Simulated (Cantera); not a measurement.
Mixture: H2 : O2 : N2 = 1 : 0.333 : 0.9 (molar parts), equivalence ratio 1.5, at 1.10 bar, adiabatic and at constant volume. Ignition delay is the time to a rise of 400 K.

Model: GRI-Mech 3.0 (53 species, 325 reactions), integrated in Cantera. Where the delays flatten at high temperature, the 400 K rule measures the pace of heat release, not the induction time.

Problem. Predict: delay at 1250 K; delay at 1450 K; delay at 1650 K; delay at 1850 K; delay at 2050 K.

Solution. 
```json
{
 "delay at 1250 K": "28.0 µs",
 "delay at 1450 K": "12.9 µs",
 "delay at 1650 K": "8.33 µs",
 "delay at 1850 K": "7.14 µs",
 "delay at 2050 K": "7.55 µs"
}
```
